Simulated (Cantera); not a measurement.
Charge: 1 mol FeS, 2.9 mol H2, 2.4 mol H2O, at 2223 K and 100 Torr.

These are equilibrium values from Cantera (NASA tables, ideal gas, pure condensed phases), not measurements of a reactor. Candidate condensed phases: Fe, FeO, Fe(OH)2, Fe(OH)3, FeS, FeSO4, FeS2, Fe2O3, Fe2(SO4)3, Fe3O4, H2O, H2SO4, S; 22 gas species. Each liquid is taken as pure. Mutual solubility and eutectic melting of coexisting phases are not modelled. The tables' stoichiometric FeO is somewhat more stable than real wüstite, so its field is too wide. FeO: taken at fixed stoichiometry. The numbers say what is thermodynamically allowed, not how fast it happens.

Base state: H2 0.569, H2O 0.274, S2 0.0475, Fe 0.0256, SH 0.0183, SO 0.0169, H2S 0.0155, H 0.0132 (mole fractions); condensed: Fe(l) + FeO(l).

Task: What changes in the equilibrium state with this change: temperature from 2223 K to 1475 K?

Result: 
```csv
species,before,after
H2,0.569,0.548
H2O,0.274,0.436
H2S,0.0155,0.0152
S2,0.0475,0.000343
Fe,0.0256,3.36e-7
SO,0.0169,1.24e-5
H,0.0132,2.63e-5
SO2,0.0117,5.70e-5
SH,0.0183,0.000201
Fe(OH)2,0.000264,5.32e-6
FeO,0.000398,<1e-9
O,1.48e-5,<1e-9
S,0.00707,1.54e-6
"Fe(l), mol",0.358,0
"FeO(l), mol",0.483,0
"FeO(s), mol",0,0.0858
"FeS(l), mol",0,0.914
```
Metal and sulfide melt together well below either melting point, which pure phases cannot show. FeO, FeS: taken at fixed stoichiometry.

Task: What changes in the equilibrium state with this change: H2 from 2.9 to 6.3 mol?

Result: 
| species | before | after |
|---|---|---|
| H2 | 0.569 | 0.652 |
| H2O | 0.274 | 0.231 |
| S2 | 0.0475 | 0.0280 |
| SO2 | 0.0117 | 0.00485 |
| SO | 0.0169 | 0.00952 |
| SH | 0.0183 | 0.0151 |
| H2S | 0.0155 | 0.0136 |
| H | 0.0132 | 0.0142 |
| Fe | 0.0256 | 0.0256 |
| S2O | 0.000297 | 0.000129 |
| Fe(OH)2 | 0.000264 | 0.000163 |
| O | 1.48e-5 | 1.09e-5 |
| FeO | 0.000398 | 0.000292 |
| Fe(l), mol | 0.358 | 0.751 |
| FeO(l), mol | 0.483 | 0 |

Task: What changes in the equilibrium state with this change: 1.2 mol CH4 added?

Result: 
```csv
species,before,after
H2,0.569,0.652
CO,0,0.120
H2O,0.274,0.112
SO2,0.0117,0.00119
SO,0.0169,0.00483
S2,0.0475,0.0306
SH,0.0183,0.0157
H2S,0.0155,0.0142
H,0.0132,0.0142
Fe,0.0256,0.0256
CO2,0,0.00384
COS,0,9.85e-5
Fe(OH)2,0.000264,3.84e-5
"Fe(l), mol",0.358,0.749
"FeO(l), mol",0.483,0
```
Further candidate phases: C, C6H6, C7H8, C8H18, Fe(CO)5.
